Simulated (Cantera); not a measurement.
Input (Python, Cantera):

```python
import numpy as np
import cantera as ct

gas = ct.Solution("gri30.yaml", transport_model="mixture-averaged")
show = ['H2O', 'OH', 'CH3']

rows = []
print(f"{'T/K':>7s}{'rho':>11s}{'cp':>10s}{'mu':>11s}{'lambda':>11s}{'Pr':>7s}" + "".join(f"{'D_' + s:>11s}" for s in show))
for T in [400, 600, 800, 1000, 1200, 1400, 1600, 1800, 2000]:
    gas.TPX = T, 2666, {'C2H6': 0.14, 'C3H8': 0.39}
    Pr = gas.cp_mass * gas.viscosity / gas.thermal_conductivity
    D = [gas.mix_diff_coeffs_mole[gas.species_index(s)] for s in show]
    rows.append([gas.density, gas.cp_mass, gas.viscosity, gas.thermal_conductivity, Pr, *D])
    print(f"{T:7g}{gas.density:11.4e}{gas.cp_mass:10.1f}{gas.viscosity:11.4e}"
          f"{gas.thermal_conductivity:11.4e}{Pr:7.3f}" + "".join(f"{d:11.4e}" for d in D))
print("SI units: kg/m3, J/kg/K, Pa s, W/m/K, m2/s")
```

Result:

```
    T/K        rho        cp         mu     lambda     Pr      D_H2O       D_OH      D_CH3
    400 3.2379e-02    2140.3 1.1198e-05 3.1921e-02  0.751 8.2221e-04 1.1774e-03 8.6638e-04
    600 2.1586e-02    2928.1 1.5921e-05 6.2096e-02  0.751 1.8091e-03 2.3954e-03 1.7969e-03
    800 1.6189e-02    3527.4 1.9982e-05 9.3748e-02  0.752 3.0984e-03 3.9188e-03 2.9684e-03
   1000 1.2951e-02    3983.5 2.3590e-05 1.2482e-01  0.753 4.6485e-03 5.7145e-03 4.3526e-03
   1200 1.0793e-02    4302.8 2.6870e-05 1.5466e-01  0.748 6.4316e-03 7.7606e-03 5.9311e-03
   1400 9.2510e-03    4564.9 2.9905e-05 1.8308e-01  0.746 8.4277e-03 1.0041e-02 7.6904e-03
   1600 8.0947e-03    4777.8 3.2748e-05 2.1006e-01  0.745 1.0623e-02 1.2543e-02 9.6206e-03
   1800 7.1953e-03    4948.8 3.5440e-05 2.3565e-01  0.744 1.3005e-02 1.5258e-02 1.1714e-02
   2000 6.4757e-03    5084.7 3.8009e-05 2.5992e-01  0.744 1.5568e-02 1.8176e-02 1.3964e-02
SI units: kg/m3, J/kg/K, Pa s, W/m/K, m2/s
```

Detailed kinetics in Cantera: GRI-Mech 3.0 (53 species, 325 reactions). The composition is frozen, though it would react at the higher temperatures.
